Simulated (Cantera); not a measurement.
An isothermal plug-flow reactor at 623 K and 345 Torr (inlet), inlet velocity 0.56 m/s, active area per volume 860 1/m; feed H₂ : O₂ : N₂ = 0.0067 : 0.074 : 0.79 (molar parts), equivalence ratio 0.045.

Computed with Cantera and Deutschmann's 1995 Pt surface mechanism with GRI-Mech 3.0 gas chemistry. Catalytic surfaces can have several steady states; this one follows from the mechanism file's or the stated starting coverage. Mass transfer to the wall is taken as infinitely fast.

Problem. What does this change do: N2 0.79 to 2 parts?

Solution. 
```csv
quantity,before,after
x(H₂) at z = 0.02 m,2.02e-5,3.74e-6
x(O₂) at z = 0.02 m,0.0815,0.0340
x(H₂O) at z = 0.02 m,0.00770,0.00322
θ(free Pt) at the exit,0.00260,0.00376
θ(O*) at the exit,0.996,0.995
```

Problem. What does this change do: area per volume 860 to 310 1/m?

Solution. 
| quantity | before | after |
|---|---|---|
| x(H₂) at z = 0.02 m | 2.02e-5 | 0.000120 |
| x(O₂) at z = 0.02 m | 0.0815 | 0.0815 |
| x(H₂O) at z = 0.02 m | 0.00770 | 0.00760 |
| θ(free Pt) at the exit | 0.00260 | 0.00389 |
| θ(O*) at the exit | 0.996 | 0.995 |
| θ(OH*) at the exit | 0.00107 | 0.00130 |
